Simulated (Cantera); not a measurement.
A perfectly stirred reactor is fed with CO : O₂ : H₂O : N₂ = 0.0075 : 0.03 : 0.085 : 1 (molar parts), equivalence ratio 0.12, at 7.60 atm; it is held at 975 K, and followed from long to short residence time.

Computed with Cantera and GRI-Mech 3.0 (53 species, 325 reactions).

One state of this run: x CO = 0.00278; x O₂ = 0.0248; x H₂O = 0.0759; x CO₂ = 0.00391; x OH = 1.02e-8; x NO = <1e-12; x HO₂ = 1.15e-6. x: mole fraction; the columns are a selection and need not sum to one.

Problem. Which value of τ (s) does it belong to?
(A) 16
(B) 0.00032
(C) 0.13
(D) 4.8

Solution. D, 4.8
